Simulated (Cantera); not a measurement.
Charge: 1 mol CH3F, 0.086 mol H2, equilibrated at 1450 K and 1330 Pa.

These are equilibrium values from Cantera (NASA tables, ideal gas, pure condensed phases), not measurements of a reactor. Candidate condensed phases: C, C6H6, C7H8, C8H18; 95 gas species. Rates play no part.

Task: What is the equilibrium state?

Result: 
```json
{
  "x(H2)": "0.521",
  "x(HF)": "0.479",
  "x(H)": "5.91e-5",
  "x(CH4)": "1.19e-5",
  "x(C2H2 (acetylene))": "2.54e-6",
  "n(C(graphite))": "1.000 mol",
  "gas_amount": "2.086 mol"
}
```
